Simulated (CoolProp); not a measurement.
Vapour-liquid equilibrium of carbon dioxide (1) + carbonyl sulfide (2) at 1120 kPa; x and y are mole fractions of (1).

The numbers come from the multi-fluid Helmholtz-energy mixture model, Span 1996 and Lemmon 2006; pair parameters Bell 2016 in CoolProp.

```
x     bubble temperature, mixture model (K)  bubble temperature, Raoult's law (K)  y, mixture model  y, Raoult's law
----  -------------------------------------  ------------------------------------  ----------------  ---------------
0.05                                  282.5                                 285.6             0.246            0.214
0.15                                  268.2                                 274.6             0.528            0.485
0.25                                  259.3                                 266.3             0.669            0.646
0.35                                  253.4                                 259.8             0.750            0.752
0.45                                  249.3                                 254.5             0.804            0.824
0.55                                  246.1                                 250.0             0.845            0.877
0.65                                  243.5                                 246.2             0.879            0.917
0.75                                  241.2                                 242.9             0.911            0.948
0.85                                  239.1                                 240.0             0.944            0.972
0.95                                  237.1                                 237.4             0.980            0.992
```

The largest gap from Raoult's law is -7.0 K in bubble temperature, at x = 0.25. No azeotrope shows between x = 0.05 and 0.95.

Pair parameters are fitted to limited data, so mixtures are less certain than the pure fluids.
